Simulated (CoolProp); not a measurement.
Saturated liquid density (kg/m³) of nitrous oxide: the reference equation beside estimates from Tc = 36.4 °C, pc = 72.45 bar, ω = 0.161. Rackett uses Z = 0.29056 − 0.08775 ω.

Values from CoolProp's reference Helmholtz-energy equation of state, Lemmon 2006. It is a short technical equation, of lower accuracy than the large ones.

```
T (°C)  reference  Rackett  van der Waals  Redlich-Kwong  Soave-Redlich-Kwong
------  ---------  -------  -------------  -------------  -------------------
-75.65       1192     1173          743.3           1089                 1108
-71.65       1180     1161          736.1           1076                 1097
-67.65       1167     1149          728.7           1063                 1084
-63.55       1154     1137          721.0           1050                 1071
-59.55       1141     1125          713.3           1036                 1058
-55.55       1128     1112          705.4           1022                 1045
-51.55       1115     1100          697.2           1008                 1031
-47.45       1101     1086          688.7          992.3                 1017
```

Absolute difference from the reference over all 8 rows, mean and median: Rackett 1.5 and 1.4 %, van der Waals 37.5 and 37.5 %, Redlich-Kwong 9.2 and 9.1 %, Soave-Redlich-Kwong 7.3 and 7.2 %.
